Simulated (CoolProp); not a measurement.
Vapour-liquid equilibrium of R134a (1) + methanol (2) at 271.2 K; x and y are mole fractions of (1).

Values from CoolProp's multi-fluid Helmholtz-energy mixture model, Tillner-Roth 1994 and de Reuck 1993; pair parameters Bell 2016.

Question: Give the bubble pressure and the first vapour's composition at x = 0.275, 0.5, 0.65. Is there an azeotrope?

Answer: x = 0.275: 0.1549 MPa, y = 0.979; x = 0.5: 0.1839 MPa, y = 0.983; x = 0.65: 0.2021 MPa, y = 0.986. No azeotrope shows between x = 0.05 and 0.95.

Pair parameters are fitted to limited data, so mixtures are less certain than the pure fluids. With so large a gap from Raoult's law the liquid may split in two, which this calculation doesn't test in full.
